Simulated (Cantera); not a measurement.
Feed: 1 mol SiH₄, 0.076 mol HCl, a varied amount of H₂, equilibrated at 0.0133 bar.

Method: chemical equilibrium by Gibbs-energy minimisation in Cantera with the NASA 1993 tables (ideal gas, pure condensed phases). Candidate condensed phases: Si; 19 gas species. The tables' values for SiCl₃ are old estimates. The numbers say what is thermodynamically allowed, not how fast it happens.

Q: What condenses at these points (T in K, n(H₂) in mol): (1923, 31); (2123, 31); (1423, 620); (1923, 940); (1823, 48)?

A: 
```
T (K)  n(H₂) in mol  condensed phases  Si condensed (%)
-----  ------------  ----------------  ----------------
1923             31                Si              95.0
2123             31                Si              51.6
1423            620                Si             100.0
1923            940          gas only               0.0
1823             48                Si              97.9
```
